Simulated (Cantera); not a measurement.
What does this Cantera script print?

```python
import numpy as np
import cantera as ct

gas_names = """
    N NO NO2 NO3 N2 N2O O O2 O3 Pb PbO Pb2
""".split()
cond_names = """
    Pb(cr) Pb(L) PbO(rd) PbO(yw) PbO(L) PbO2(s) Pb3O4(s)
""".split()


def load(file, names, dense=False):
    # The tables refer to 1 bar. Condensed volumes are neglected.
    table = {s.name: s for s in ct.Species.list_from_file(file)}
    out = []
    for n in names:
        d = dict(table[n].input_data)
        d["thermo"] = dict(d["thermo"], **{"reference-pressure": 1e5})
        if dense:
            d["equation-of-state"] = {"model": "constant-volume", "density": "1e6 g/cm^3"}
        out.append(ct.Species.from_dict(d))
    return out


gas = ct.Solution(thermo="ideal-gas", species=load("nasa_gas.yaml", gas_names))
cond = {s.name: ct.Solution(thermo="fixed-stoichiometry", species=[s], name=s.name)
        for s in load("nasa_condensed.yaml", cond_names, dense=True)}
atoms = {
    'PbO': {'Pb': 1, 'O': 1},
    'N2': {'N': 2},
}
top_T = {'Pb3O4(s)': 820}  # K; cautious upper limits of use, not melting points


def equilibrate(T, P, feed):
    n = {}
    for name, mol in feed.items():
        for a, k in atoms[name].items():
            n[a] = n.get(a, 0.0) + k * mol
    gas.TPX = T, P, n
    mass = sum(n.values()) * gas.mean_molecular_weight
    gas.equilibrate("TP")
    valid = [c for c in cond.values() if c.min_temp <= T <= top_T.get(c.name, c.max_temp)]
    mix = ct.Mixture([(gas, mass / gas.mean_molecular_weight)] + [(c, 0.0) for c in valid])
    mix.T, mix.P = T, P
    mix.equilibrate("TP", solver="vcs", rtol=1e-11, max_steps=5000)
    return mix


results = []
feed = {'PbO': 1, 'N2': 11}  # mol
T = 1075  # K
P = 1800  # Pa
mix = equilibrate(T, P, feed)
results.append((T, P, feed, dict(zip(mix.species_names, mix.species_moles))))
x = sorted(zip(gas.X, gas.species_names), reverse=True)
print(f"T = {T:g} K  P = {P:g} Pa  gas = {mix.phase_moles(0):.4g} mol")
print("   x: " + "  ".join(f"{s} {v:.3e}" for v, s in x if v > 0.0001))
print("   condensed (mol): " + ("  ".join(f"{mix.phase(i).name} {mix.phase_moles(i):.4g}"
      for i in range(1, mix.n_phases) if mix.phase_moles(i) > 1e-12) or "none"))
```

It prints:

```
T = 1075 K  P = 1800 Pa  gas = 11 mol
   x: N2 9.998e-01  PbO 1.712e-04
   condensed (mol): PbO(yw) 0.9978
```

Cantera equilibrium calculation (NASA polynomials, part measured and part estimated; ideal gas, pure solids and liquids).
